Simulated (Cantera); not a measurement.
Charge: 1 mol Si3N4, 1.9 mol N2O, a varied amount of H2, 0.0091 mol H2O, held at 1102 °C and 13.0 Pa.

Equilibrium computed with Cantera from the NASA thermochemical tables; the gas is ideal and each condensed phase is pure. Candidate condensed phases: H2O, Si, SiO2, Si2N2O, Si3N4; 35 gas species. Mutual solubility and eutectic melting of coexisting phases are not modelled. The tables hold silica as quartz up to 1696 K and as liquid above; real silica turns to tridymite and cristobalite and melts near 1996 K. The numbers say what is thermodynamically allowed, not how fast it happens.

Problem. At 30 mol H2, list the 5 most abundant gas species with their mole fractions, and the condensed phases.

Solution. H2 0.897, N2 0.0825, SiO 0.0199, H 0.000285, H2O 1.14e-5. Condensed: SiO2(β-quartz) + Si2N2O(s).
